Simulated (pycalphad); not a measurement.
Computed with pycalphad from the COST 507 light-alloy database (1999), at 1 atm. No gas phase is included, though pure Si would boil below 3250 K. The data set is of 1999 and partly superseded. Phase fractions are per mole of atoms.

Question: Give the equilibrium state of Si-63.6C (at.%) at 2200 K.

Answer: CSI, fraction 0.728, with 50.0 C at.%; GRAPHITE, fraction 0.272, with 100 C at.%.

Question: Give the equilibrium state of Si-63.6C (at.%) at 3250 K.

Answer: GRAPHITE, fraction 0.530, with 100 C at.%; LIQUID, fraction 0.470, with 22.5 C at.%.

Database names, with the compositions (at.%) that they take in these runs: CSI: Si 50 C 50.
